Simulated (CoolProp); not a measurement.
Vapour-liquid equilibrium of benzene (1) + n-heptane (2) at 0.677 MPa; x and y are mole fractions of (1).

The numbers come from the multi-fluid Helmholtz-energy mixture model, Thol 2012 and Span 2003; pair parameters Bell 2016 in CoolProp.

```json
[
 {"x": "0.05", "bubble temperature (K)": "450.7", "y at the bubble point": "0.076", "dew temperature at overall composition x (K)": "?", "liquid density (mol/L)": "?"},
 {"x": "0.125", "bubble temperature (K)": "447.9", "y at the bubble point": "0.183", "dew temperature at overall composition x (K)": "?", "liquid density (mol/L)": "5.584"},
 {"x": "0.2", "bubble temperature (K)": "445.3", "y at the bubble point": "0.282", "dew temperature at overall composition x (K)": "447.5", "liquid density (mol/L)": "5.802"},
 {"x": "0.275", "bubble temperature (K)": "442.9", "y at the bubble point": "0.371", "dew temperature at overall composition x (K)": "445.5", "liquid density (mol/L)": "6.032"},
 {"x": "0.35", "bubble temperature (K)": "440.8", "y at the bubble point": "0.452", "dew temperature at overall composition x (K)": "443.5", "liquid density (mol/L)": "6.274"},
 {"x": "0.425", "bubble temperature (K)": "438.8", "y at the bubble point": "?", "dew temperature at overall composition x (K)": "441.5", "liquid density (mol/L)": "6.530"},
 {"x": "0.5", "bubble temperature (K)": "?", "y at the bubble point": "0.594", "dew temperature at overall composition x (K)": "?", "liquid density (mol/L)": "6.802"},
 {"x": "0.575", "bubble temperature (K)": "435.6", "y at the bubble point": "0.657", "dew temperature at overall composition x (K)": "437.6", "liquid density (mol/L)": "7.092"},
 {"x": "0.65", "bubble temperature (K)": "434.3", "y at the bubble point": "0.717", "dew temperature at overall composition x (K)": "435.8", "liquid density (mol/L)": "7.402"},
 {"x": "0.725", "bubble temperature (K)": "433.2", "y at the bubble point": "0.775", "dew temperature at overall composition x (K)": "434.2", "liquid density (mol/L)": "?"},
 {"x": "0.8", "bubble temperature (K)": "432.3", "y at the bubble point": "0.833", "dew temperature at overall composition x (K)": "432.8", "liquid density (mol/L)": "8.096"},
 {"x": "0.875", "bubble temperature (K)": "431.5", "y at the bubble point": "0.892", "dew temperature at overall composition x (K)": "431.7", "liquid density (mol/L)": "8.486"},
 {"x": "0.95", "bubble temperature (K)": "430.9", "y at the bubble point": "0.955", "dew temperature at overall composition x (K)": "431.0", "liquid density (mol/L)": "?"}
]
```

Question: Fill in the missing entries.

Answer: 
- 0.05, dew temperature at overall composition x (K): 451.3
- 0.05, liquid density (mol/L): 5.376
- 0.125, dew temperature at overall composition x (K): 449.4
- 0.425, y at the bubble point: 0.526
- 0.5, bubble temperature (K): 437.1
- 0.5, dew temperature at overall composition x (K): 439.5
- 0.725, liquid density (mol/L): 7.736
- 0.95, liquid density (mol/L): 8.908

No azeotrope shows between x = 0.05 and 0.95.

The pair parameters rest on a limited set of measurements; away from them the model extrapolates.
